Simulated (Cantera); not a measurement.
Mixture: CH₄ : CO : O₂ : N₂ = 1 : 0.41 : 1.7 : 4.92 (molar parts), equivalence ratio 1.3, at 500000 Pa, adiabatic and at constant volume. Ignition delay is the time to a rise of 400 K.

Computed with Cantera and GRI-Mech 3.0 (53 species, 325 reactions).

Q: What does this change do: pressure from 500000 Pa to 310000 Pa?

A: 
| quantity | before | after |
|---|---|---|
| delay at 1025 K | 0.223 s | 0.362 s |
| delay at 1225 K | 8.95 ms | 13.9 ms |
| delay at 1425 K | 0.714 ms | 1.05 ms |
| delay at 1625 K | 93.7 µs | 0.136 ms |
| delay at 1825 K | 19.9 µs | 29.6 µs |
| apparent activation energy between 1725 and 1925 K | 180 kJ/mol | 180 kJ/mol |

Q: What does this change do: CH4 1 to 1.6 parts?

A: 
```csv
quantity,before,after
delay at 1025 K,0.223 s,0.273 s
delay at 1225 K,8.95 ms,11.2 ms
delay at 1425 K,0.714 ms,0.895 ms
delay at 1625 K,93.7 µs,0.111 ms
delay at 1825 K,19.9 µs,21.8 µs
apparent activation energy between 1725 and 1925 K,180 kJ/mol,190 kJ/mol
```
